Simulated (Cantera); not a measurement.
Input: 1 mol Ta(OEt)₅, 0.51 mol CH₄, equilibrated at 975 °C and 0.700 bar.

Equilibrium computed with Cantera from the NASA thermochemical tables; the gas is ideal and each condensed phase is pure. Candidate condensed phases: C, C₆H₆, C₇H₈, C₈H₁₈, H₂O, Ta, TaC, Ta₂O₅; 113 gas species. The feed counts by its element totals alone. Mutual solubility and eutectic melting of coexisting phases are not modelled. TaC: taken at fixed stoichiometry. Condensed phases not in the tables: Ta₂C. The numbers say what is thermodynamically allowed, not how fast it happens.

Base state: H₂ 0.825, CO 0.168, CH₄ 0.00531, H₂O 0.00149, CO₂ 0.000195 (mole fractions); condensed: C(graphite) + TaC(s) + Ta₂O₅(s).

**Question.** What changes in the equilibrium state with this change: pressure from 0.700 bar to 0.00100 bar?

**Answer.** 
```csv
species,before,after
H₂,0.825,0.730
CO,0.168,0.270
H,5.08e-7,1.27e-5
CH₄,0.00531,5.94e-6
H₂O,0.00149,3.03e-6
CO₂,0.000195,7.18e-7
"C(graphite), mol",7.61,4.51
"TaC(s), mol",0.0982,1.00
"Ta₂O₅(s), mol",0.451,0
```

**Question.** What changes in the equilibrium state with this change: temperature from 975 °C to 1700 °C?

**Answer.** 
| species | before | after |
|---|---|---|
| H₂ | 0.825 | 0.728 |
| CO | 0.168 | 0.270 |
| H | 5.08e-7 | 0.00138 |
| CH₄ | 0.00531 | 0.000169 |
| C₂H₂ (acetylene) | 2.01e-7 | 0.000467 |
| CO₂ | 0.000195 | 1.48e-6 |
| H₂O | 0.00149 | 1.80e-5 |
| C(graphite), mol | 7.61 | 4.49 |
| TaC(s), mol | 0.0982 | 1.00 |
| Ta₂O₅(s), mol | 0.451 | 0 |
